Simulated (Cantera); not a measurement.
A perfectly stirred reactor is fed with H2 : O2 : H2O = 0.053 : 1 : 0.049 (molar parts), at 2800 Pa; it is held at 1325 K, and followed from long to short residence time.

Detailed kinetics in Cantera: GRI-Mech 3.0 (53 species, 325 reactions). Radical loss at walls, strong at low pressure, is not modelled. The temperature is held fixed by assumption; the heat of reaction is taken as removed at once.

Predict: x(H2) at τ = 1.20 s; x(O2) at τ = 1.20 s; x(H) at τ = 1.20 s; x(O) at τ = 1.20 s; x(HO2) at τ = 1.20 s; x(H2) at τ = 43.0 ms; x(O2) at τ = 43.0 ms; x(H) at τ = 43.0 ms; x(O) at τ = 43.0 ms; x(HO2) at τ = 43.0 ms.


```json
{
 "x(H2) at τ = 1.20 s": "8.70e-5",
 "x(O2) at τ = 1.20 s": "0.904",
 "x(H) at τ = 1.20 s": "4.64e-5",
 "x(O) at τ = 1.20 s": "0.00103",
 "x(HO2) at τ = 1.20 s": "1.41e-6",
 "x(H2) at τ = 43.0 ms": "0.000662",
 "x(O2) at τ = 43.0 ms": "0.895",
 "x(H) at τ = 43.0 ms": "0.00104",
 "x(O) at τ = 43.0 ms": "0.00808",
 "x(HO2) at τ = 43.0 ms": "4.79e-6"
}
```
